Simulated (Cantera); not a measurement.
Ignition delay

Mixture: CH4 : CO : O2 : N2 : CO2 : H2O = 1 : 0.08 : 2.04 : 6.73 : 0.24 : 0.24 (molar parts), equivalence ratio 1.0, at 900000 Pa, adiabatic and at constant pressure. Ignition delay is the time to a rise of 400 K.

Model: GRI-Mech 3.0 (53 species, 325 reactions), integrated in Cantera.

```json
[
 {"T0 (K)": "1123", "delay (ms)": "15.5"},
 {"T0 (K)": "1223", "delay (ms)": "4.13"},
 {"T0 (K)": "1323", "delay (ms)": "1.28"},
 {"T0 (K)": "1423", "delay (ms)": "0.440"},
 {"T0 (K)": "1523", "delay (ms)": "0.165"},
 {"T0 (K)": "1623", "delay (ms)": "0.0667"},
 {"T0 (K)": "1723", "delay (ms)": "0.0295"}
]
```

| Quantity | Result |
|---|---|
| apparent activation energy between 1523 and 1723 K | 190 kJ/mol |
